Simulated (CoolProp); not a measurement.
Vapour-liquid equilibrium of ethylene (1) + carbon dioxide (2) at 0.995 MPa; x and y are mole fractions of (1).

The numbers come from the multi-fluid Helmholtz-energy mixture model, Smukala 2000 and Span 1996; pair parameters Bell 2016 in CoolProp.

Task: Give the bubble temperature and the first vapour's composition at x = 0.125, 0.275, 0.65. Is there an azeotrope?

Result: x = 0.125: -45.1 °C, y = 0.243; x = 0.275: -48.4 °C, y = 0.411; x = 0.65: -51.9 °C, y = 0.688. y crosses x between x = 0.8 and 0.875: the model has an azeotrope there.

Pair parameters are fitted to limited data, so mixtures are less certain than the pure fluids.
